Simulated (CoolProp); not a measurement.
Vapour-liquid equilibrium of o-xylene (1) + n-nonane (2) at 341.6 K; x and y are mole fractions of (1).

Computed with CoolProp (multi-fluid Helmholtz-energy mixture model, Zhou 2012 and Lemmon 2006; pair parameters Bell 2016).

```tsv
x	bubble pressure (MPa)	y at the bubble point	dew pressure at overall composition x (MPa)	liquid density (mol/L)
0.05	0.006085	0.080	0.006011	5.390
0.15	?	0.220	0.006263	5.585
0.25	0.006770	0.340	0.006526	5.792
0.35	0.007052	0.443	0.006798	6.014
0.45	0.007293	0.535	0.007070	6.250
0.55	0.007494	0.620	0.007329	6.503
0.65	0.007656	0.700	0.007560	6.774
0.75	?	0.779	?	7.066
0.85	0.007865	0.861	0.007857	7.381
0.95	0.007903	0.951	0.007903	7.721
```

Q: What belongs in the gaps?

A: 
- 0.15, bubble pressure (MPa): 0.006447
- 0.75, bubble pressure (MPa): 0.007781
- 0.75, dew pressure at overall composition x (MPa): 0.007740

No azeotrope shows between x = 0.05 and 0.95.

Pair parameters are fitted to limited data, so mixtures are less certain than the pure fluids.
